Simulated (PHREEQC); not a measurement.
Consider water at 25 °C with 0.13 mol HF, 0.0053 mol (NH4)2SiF6 and 0.0011 mol H3PO4 per kg of water. Closed to the air; pH follows from the charge balance.

Equilibrium calculation in PHREEQC: ion-association model, phreeqc.dat.

Each row changes one thing in this solution. Precipitation was switched off in this run.

```tsv
case	pH	ionic strength (mol/kgw)	HF (mol/kgw)	F- (mol/kgw)	HF2- (mol/kgw)	NH3 (mol/kgw)	SI of Quartz (SiO2)
as made	1.96	0.0283	0.114	0.00832	0.00365	4.63e-10	-7.98
H3PO4 from 0.0011 to 0.011 mol/kgw	1.89	0.0306	0.116	0.00723	0.00323	3.91e-10	…
HF from 0.13 to 0.065 mol/kgw	2.15	0.0240	0.0562	0.00617	0.00133	…	-6.48
0.002 mol/kgw H4SiO4 added	1.91	0.0320	0.106	0.00687	0.00278	4.06e-10	-7.55
H3PO4 from 0.0011 to 0.00011 mol/kgw	1.97	0.0281	0.114	0.00845	…	4.72e-10	-7.99
HF left out	2.96	0.0166	0.00190	0.00133	9.66e-6	4.80e-9	+0.72
H3PO4 left out	1.97	0.0281	0.114	0.00847	0.00371	4.73e-10	-7.99
temperature from 25 to 90 °C	2.22	0.0229	0.121	0.00434	0.00218	3.47e-8	-3.92
(NH4)2SiF6 from 0.0053 to 0.00265 mol/kgw	1.96	0.0202	0.115	0.00816	0.00359	2.38e-10	-8.25
```

Fill in the missing entries.


- H3PO4 from 0.0011 to 0.011 mol/kgw, SI of Quartz (SiO2): -7.90
- HF from 0.13 to 0.065 mol/kgw, NH3 (mol/kgw): 7.17e-10
- H3PO4 from 0.0011 to 0.00011 mol/kgw, HF2- (mol/kgw): 0.00370

Some of these states are supersaturated (in Quartz (slow to form), Chalcedony (slow to form), for instance). Away from 25 °C the constants follow the database's enthalpies or fits; those with neither stay at their 25 °C values. SiF6-2 is the database's only silicon fluoride.
